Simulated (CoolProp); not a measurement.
Vapour-liquid equilibrium of methanol (1) + toluene (2) at 146.35 °C; x and y are mole fractions of (1).

The numbers come from the multi-fluid Helmholtz-energy mixture model, de Reuck 1993 and Lemmon 2006; pair parameters Bell 2016 in CoolProp.

```tsv
x	bubble pressure, mixture model (kPa)	bubble pressure, Raoult's law (kPa)	y, mixture model	y, Raoult's law
0.05	448.1	304.4	0.424	0.210
0.2	774.3	457.8	?	0.557
0.35	919.3	611.2	0.735	0.731
0.5	1009	764.5	?	0.834
0.65	1089	917.9	0.818	0.903
0.8	1172	1071	?	0.953
0.95	1251	1225	?	0.990
```

### Question
Fill in the missing entries.

### Answer

- 0.2, y, mixture model: 0.673
- 0.5, y, mixture model: 0.775
- 0.8, y, mixture model: 0.879
- 0.95, y, mixture model: 0.966

The largest gap from Raoult's law is +69.1 % in bubble pressure, at x = 0.2. No azeotrope shows between x = 0.05 and 0.95.

Pair parameters are fitted to limited data, so mixtures are less certain than the pure fluids. With so large a gap from Raoult's law the liquid may split in two, which this calculation doesn't test in full.
